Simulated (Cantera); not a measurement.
Charge: 1 mol Si, a varied amount of Cl2, at 550 K and 700 Pa.

Cantera equilibrium calculation (NASA polynomials, part measured and part estimated; ideal gas, pure solids and liquids). Candidate condensed phases: Si; 9 gas species. Rates play no part.

Problem. What share of the Si ends up in condensed phases as a function of n(Cl2) (mol), at 0.96, 1.1, 1.3, 1.5, 1.7, 2, 2.4, 2.7, 3.2, 3.7, 4.3, 5?

Solution. 
```
n(Cl2) (mol)  Si condensed (%)     as
------------  ----------------  -----
0.96                      52.0  Si(s)
1.1                       45.0  Si(s)
1.3                       35.0  Si(s)
1.5                       25.0  Si(s)
1.7                       15.0  Si(s)
2                          0.0      -
2.4                        0.0      -
2.7                        0.0      -
3.2                        0.0      -
3.7                        0.0      -
4.3                        0.0      -
5                          0.0      -
```
